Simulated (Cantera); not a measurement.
Mixture: 2.12 % CO, 2.97 % H2, 3.19 % CH4, 14.4 % O2, 69.0 % N2, 8.29 % H2O, equivalence ratio 0.62, at 5.33 atm, adiabatic and at constant pressure. Ignition delay is the time to a rise of 400 K.

Computed with Cantera and GRI-Mech 3.0 (53 species, 325 reactions).

Q: Predict: delay at 1050 K; delay at 1250 K; delay at 1450 K; delay at 1650 K; delay at 1850 K; apparent activation energy between 1750 and 1950 K.

A: 
```
Item                                                    Value
--------------------------------------------------  ---------
delay at 1050 K                                       7.05 ms
delay at 1250 K                                      0.284 ms
delay at 1450 K                                       56.7 µs
delay at 1650 K                                       18.1 µs
delay at 1850 K                                       7.74 µs
apparent activation energy between 1750 and 1950 K  97 kJ/mol
```
